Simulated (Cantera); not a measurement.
Feed: 1 mol BF3, 2.1 mol O2, equilibrated at 1277 °C and 9.00 Torr.

Equilibrium computed with Cantera from the NASA thermochemical tables; the gas is ideal and each condensed phase is pure. Candidate condensed phases: B, B2O3; 21 gas species. The numbers say what is thermodynamically allowed, not how fast it happens.

Base state: O2 0.677, BF3 0.322, F 0.000328, BOF 0.000158, O 5.88e-5, BOF2 1.16e-5 (mole fractions); condensed: gas only.

**Question.** What changes in the equilibrium state with this change: temperature from 1277 °C to 1452 °C?

**Answer.** 
```tsv
species	before	after
O2	0.677	0.675
BF3	0.322	0.321
F	0.000328	0.00206
O	5.88e-5	0.000435
BOF	0.000158	0.00101
BOF2	1.16e-5	3.82e-5
```
